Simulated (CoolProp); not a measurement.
A single-stage vapour-compression cycle with chlorine: evaporating at 243.15 K (dew point), condensing at 270.15 K (bubble point), superheat 8 K, subcooling 5 K, compressor efficiency 0.85, no pressure losses. Each further row changes one setting.

Model: reference Helmholtz-energy equation of state, Thol 2021, in CoolProp.

| case | cooling COP | pressure ratio | discharge temperature (K) | refrigerating effect (kJ/kg) | volumetric capacity (kJ/m³) |
|---|---|---|---|---|---|
| as stated | 6.85 | 2.77 | 335.4 | 268 | 1120 |
| evaporating temperature 248.15 K | 8.76 | 2.25 | 322.8 | 270 | … |
| condensing temperature 265.15 K | 8.57 | … | 320.0 | 272 | 1140 |
| subcooling 10 K | 6.97 | 2.77 | 335.4 | 272 | 1140 |
| superheat 18 K | 6.69 | 2.77 | 348.2 | 273 | 1100 |
| compressor efficiency 0.75 | … | 2.77 | 345.5 | 268 | 1120 |

Task: Complete the blanks.

Result: 
- evaporating temperature 248.15 K, volumetric capacity (kJ/m³): 1370
- condensing temperature 265.15 K, pressure ratio: 2.34
- compressor efficiency 0.75, cooling COP: 6.04
